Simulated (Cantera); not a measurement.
Input (Python, Cantera) and output of one run.

```python
import numpy as np
import cantera as ct

gas_names = """
    CL CL2 H HCL H2 N NH NH2 NH3 N2 N2H2 N2H4 Si SiCL SiCL2 SiCL3 SiCL4 SiH SiHCL3 SiH2 SiH2CL2 SiH3
    SiH3CL SiH4 SiN Si2 Si2N Si3
""".split()
cond_names = """
    NH4CL(a) NH4CL(b) Si(cr) Si(L) Si3N4(a)
""".split()


# ... load() reads the species with a 1 bar reference pressure and builds the phases ...
atoms = {
    'SiHCl3': {'Si': 1, 'H': 1, 'CL': 3},
    'N2': {'N': 2},
    'H2': {'H': 2},
}
top_T = {'Si3N4(a)': 2400}  # K; cautious upper limits of use, not melting points


# ... equilibrate(T, P, feed) seeds the gas with the atoms and calls Mixture.equilibrate('TP', solver="vcs", rtol=1e-11, max_steps=5000) ...
results = []
feed = {'SiHCl3': 1, 'N2': 5.6, 'H2': 1.1}  # mol
P = 7.1  # Pa
for T in [1200, 1300, 1400, 1500, 1600, 1700, 1800]:
    mix = equilibrate(T, P, feed)
    results.append((T, P, feed, dict(zip(mix.species_names, mix.species_moles))))
    x = sorted(zip(gas.X, gas.species_names), reverse=True)
    print(f"T = {T:g} K  P = {P:g} Pa  gas = {mix.phase_moles(0):.4g} mol")
    print("   x: " + "  ".join(f"{s} {v:.3e}" for v, s in x if v > 1e-06))
    print("   condensed (mol): " + ("  ".join(f"{mix.phase(i).name} {mix.phase_moles(i):.4g}"
          for i in range(1, mix.n_phases) if mix.phase_moles(i) > 1e-12) or "none"))
```

It prints:

```
T = 1200 K  P = 7.1 Pa  gas = 8.117 mol
   x: N2 6.322e-01  HCL 2.682e-01  H2 6.296e-02  SiCL2 1.993e-02  SiCL4 1.148e-02  SiCL3 5.108e-03  SiHCL3 7.332e-05  CL 2.171e-05  H 5.876e-06
   condensed (mol): Si3N4(a) 0.2343
T = 1300 K  P = 7.1 Pa  gas = 8.4 mol
   x: N2 6.347e-01  HCL 2.070e-01  H2 8.692e-02  SiCL2 6.521e-02  SiCL3 4.281e-03  SiCL4 1.668e-03  CL 7.777e-05  H 3.871e-05  SiHCL3 3.191e-05
   condensed (mol): Si3N4(a) 0.134
T = 1400 K  P = 7.1 Pa  gas = 8.645 mol
   x: N2 6.422e-01  HCL 1.305e-01  H2 1.197e-01  SiCL2 1.054e-01  SiCL3 1.667e-03  H 1.997e-04  CL 1.793e-04  SiCL4 1.118e-04  SiCL 1.680e-05  SiHCL3 7.261e-06  Si 2.910e-06
   condensed (mol): Si3N4(a) 0.02435
T = 1500 K  P = 7.1 Pa  gas = 8.703 mol
   x: N2 6.435e-01  H2 1.266e-01  SiCL2 1.140e-01  HCL 1.138e-01  SiCL3 7.649e-04  H 7.433e-04  CL 5.385e-04  SiCL 1.011e-04  Si 5.144e-05  SiCL4 1.630e-05  SiHCL3 1.879e-06
   condensed (mol): none
T = 1600 K  P = 7.1 Pa  gas = 8.721 mol
   x: N2 6.421e-01  H2 1.254e-01  HCL 1.139e-01  SiCL2 1.134e-01  H 2.285e-03  CL 1.641e-03  Si 4.368e-04  SiCL3 4.194e-04  SiCL 3.887e-04  SiCL4 3.821e-06  SiH 2.840e-06  SiN 2.541e-06  Si2N 1.356e-06
   condensed (mol): none
T = 1700 K  P = 7.1 Pa  gas = 8.774 mol
   x: N2 6.382e-01  H2 1.214e-01  HCL 1.158e-01  SiCL2 1.098e-01  H 6.093e-03  CL 4.518e-03  Si 2.653e-03  SiCL 1.205e-03  SiCL3 2.476e-04  SiH 1.205e-05  SiN 1.082e-05  Si2N 5.420e-06  Si2 3.228e-06  SiCL4 1.099e-06
   condensed (mol): none
T = 1800 K  P = 7.1 Pa  gas = 8.921 mol
   x: N2 6.277e-01  HCL 1.235e-01  H2 1.105e-01  SiCL2 9.868e-02  H 1.412e-02  CL 1.209e-02  Si 1.033e-02  SiCL 2.801e-03  SiCL3 1.560e-04  SiH 3.301e-05  SiN 3.054e-05  Si2 1.442e-05  Si2N 1.135e-05
   condensed (mol): none
```

Method: chemical equilibrium by Gibbs-energy minimisation in Cantera with the NASA 1993 tables (ideal gas, pure condensed phases). N2 is the only nitrogen source here; it is nearly inert below about 1500 K, so the nitride shown seldom forms there in practice. The tables' values for SiCl3, SiCl, SiN are old estimates; treat these amounts as uncertain.
